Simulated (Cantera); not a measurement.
An isothermal, constant-pressure homogeneous reactor starts with 23.7 % H2, 16.9 % O2, 59.3 % N2, equivalence ratio 0.70, at 823 K and 0.132 atm.

Detailed kinetics in Cantera: the H2/O2 subset of GRI-Mech 3.0, which has no nitrogen chemistry. Radical loss at walls, strong at low pressure, is not modelled. Below about 950 K walls govern HO2 and H2O2 in real vessels. The temperature is held fixed by assumption; the heat of reaction is taken as removed at once.

x: mole fraction; the columns are a selection and need not sum to one.

```
t (s)       x H2    x O2     x H2O    x H2O2      x OH       x O     x HO2
--------  ------  ------  --------  --------  --------  --------  --------
0.000200   0.237   0.169    <1e-12    <1e-12    <1e-12    <1e-12  3.02e-12
0.000719   0.237   0.169  1.75e-11    <1e-12    <1e-12    <1e-12  2.15e-11
0.00258    0.237   0.169  6.71e-10    <1e-12  3.12e-12  1.64e-11  5.39e-10
0.00928    0.237   0.169         …         …         …         …         …
0.0334    0.0873  0.0988     0.170   1.72e-5   1.45e-9   2.87e-9   2.25e-5
0.120     0.0873  0.0988     0.170   2.72e-5  3.59e-10  9.36e-10   4.90e-6
0.431     0.0873  0.0988     0.170   3.12e-5  3.70e-10  9.69e-10   3.68e-6
1.55      0.0872  0.0988     0.170   4.51e-5  5.45e-10   1.38e-9   4.38e-6
5.57      0.0867  0.0985     0.171  0.000128   1.70e-9   3.80e-9   7.14e-6
20.0      0.0798  0.0951     0.178  0.000340   5.46e-9   9.81e-9   1.10e-5
```

**Question.** Fill in the missing entries.

**Answer.** 
- 0.00928, x H2O: 3.80e-6
- 0.00928, x H2O2: 7.01e-9
- 0.00928, x OH: 1.69e-8
- 0.00928, x O: 8.03e-8
- 0.00928, x HO2: 2.59e-6
